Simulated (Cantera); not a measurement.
An adiabatic, constant-volume homogeneous reactor starts with CH4 : O2 : N2 = 1 : 4 : 15 (molar parts), equivalence ratio 0.50, at 1325 K and 2.27 atm.

Model: GRI-Mech 3.0 (53 species, 325 reactions), integrated in Cantera.

Predict: time of steepest temperature rise; temperature at 0.400 s; equilibrium temperature; x(O2) at 0.400 s; x(CO2) at 0.400 s; x(NO) at 0.400 s; x(H) at 0.400 s.


```json
{
 "time_of_steepest_temperature_rise": "2.97 ms",
 "temperature at 0.400 s": "2509 K",
 "equilibrium_temperature": "2509 K",
 "x(O2) at 0.400 s": "0.0909 (gas-phase equilibrium 0.0909)",
 "x(CO2) at 0.400 s": "0.0468 (gas-phase equilibrium 0.0468)",
 "x(NO) at 0.400 s": "0.0149 (gas-phase equilibrium 0.0149)",
 "x(H) at 0.400 s": "0.000385 (gas-phase equilibrium 0.000385)"
}
```
